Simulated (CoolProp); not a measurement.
Saturation properties of C2F6 (R116) (Tc = 293.0 K, pc = 3048 kPa, ω = 0.257).

Values from CoolProp's reference Helmholtz-energy equation of state, Lemmon 2006. It is a short technical equation, of lower accuracy than the large ones.

| T (K) | p (kPa) | liquid cp (kJ/(kg K)) | liquid conductivity (mW/(m K)) |
|---|---|---|---|
| 197.9 | 117.7 | 0.9490 | 75.0 |
| 201.4 | 140.7 | 0.9582 | 73.6 |
| 204.8 | 166.2 | 0.9675 | 72.2 |
| 208.3 | 196.1 | 0.9775 | 70.8 |
| 211.7 | 228.8 | 0.9877 | 69.5 |
| 215.2 | 266.7 | 0.9986 | 68.1 |
| 218.6 | 307.8 | 1.010 | 66.8 |
| 222.1 | 355.1 | 1.022 | 65.4 |
| 225.5 | 406.0 | 1.034 | 64.0 |
| 229 | 463.9 | 1.048 | 62.7 |
| 232.4 | 525.8 | 1.062 | 61.3 |
| 235.9 | 595.9 | 1.078 | 59.9 |
| 239.3 | 670.4 | 1.094 | 58.6 |
| 242.8 | 754.0 | 1.113 | 57.2 |
| 246.2 | 842.5 | 1.133 | 55.8 |

It boils at 195.1 K under 1 atm.

Thermal conductivity comes from a separate model (Huber 2003), an estimate that may be off by 10 % or more.
